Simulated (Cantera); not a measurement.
Input: 1 mol Si, 9.3 mol F₂, 93 mol N₂, equilibrated at 1.90 mbar.

Method: chemical equilibrium by Gibbs-energy minimisation in Cantera with the NASA 1993 tables (ideal gas, pure condensed phases). Candidate condensed phases: Si, Si₃N₄; 16 gas species. Kinetics and transport are ignored.

Problem. At 850 K, list the 5 most abundant gas species with their mole fractions, and the condensed phases.

Solution. N₂ 0.885, F 0.0719, F₂ 0.0334, SiF₄ 0.00952, NF₃ 6.98e-5. Condensed: gas only.
